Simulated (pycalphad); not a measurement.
Computed with pycalphad from the COST 507 light-alloy database (1999), at 1 atm. The data set is of 1999 and partly superseded.

Task: Which phases does Al-6 at.% Ce hold at 498 °C, with what compositions and amounts?

Result: FCC_A1 with <0.01 at.% Ce and AL11_CEND3L with 21.4 at.% Ce. The lever rule gives (6 − 0.0)/(21.4 − 0.0) = 0.28 of AL11_CEND3L and 0.72 of FCC_A1.

Task: Which phases does Al-12 at.% Ce hold at 727 °C, with what compositions and amounts?

Result: LIQUID with 4.1 at.% Ce and AL11_CEND3L with 21.4 at.% Ce. The lever rule gives (12 − 4.1)/(21.4 − 4.1) = 0.46 of AL11_CEND3L and 0.54 of LIQUID.

Task: Which phases does Al-29 at.% Ce hold at 414 °C, with what compositions and amounts?

Result: AL3_CEND with 25.0 at.% Ce and AL2_CEND with 33.3 at.% Ce. The lever rule gives (29 − 25.0)/(33.3 − 25.0) = 0.48 of AL2_CEND and 0.52 of AL3_CEND.

Task: Which phases does Al-31 at.% Ce hold at 602 °C, with what compositions and amounts?

Result: AL3_CEND with 25.0 at.% Ce and AL2_CEND with 33.3 at.% Ce. The lever rule gives (31 − 25.0)/(33.3 − 25.0) = 0.72 of AL2_CEND and 0.28 of AL3_CEND.

Database names, with the compositions (at.%) that they take in these runs: AL2_CEND: Al 67 Ce 33; AL3_CEND: Al 75 Ce 25; AL11_CEND3L: Al 79 Ce 21. FCC_A1 is fcc.
